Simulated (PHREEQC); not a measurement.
Buffer

Solution (25 °C): 0.004 mol/kgw NaH2PO4, 0.0011 mol/kgw NaF and 3.3e-05 mol/kgw KCl. Closed to the air; pH follows from the charge balance.

Equilibrium calculation in PHREEQC: ion-association model, wateq4f.dat.

Precipitation was switched off in this run.

Q: Estimate the pH, ionic strength.

A: pH 5.00; ionic strength 0.00517 mol/kgw.

Q: In which forms is F present?

A: F- 98 %, HF 1.4 % of the F.

H3PO4, which wateq4f.dat lacks, is added to it with the constant of phreeqc.dat.
